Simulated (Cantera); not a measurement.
Charge: 1 mol MgSO₄, 2.7 mol CO₂, 0.3 mol O₂, at 920 Pa.

Method: chemical equilibrium by Gibbs-energy minimisation in Cantera with the NASA 1993 tables (ideal gas, pure condensed phases). Candidate condensed phases: C, Mg, MgCO₃, MgO, MgS, MgSO₄, S; 26 gas species. The numbers say what is thermodynamically allowed, not how fast it happens.

**Question.** At 873 K, list the 3 most abundant gas species with their mole fractions, and the condensed phases.

**Answer.** CO₂ 0.900, O₂ 0.100, SO₂ 1.38e-5. Condensed: MgSO₄(s).
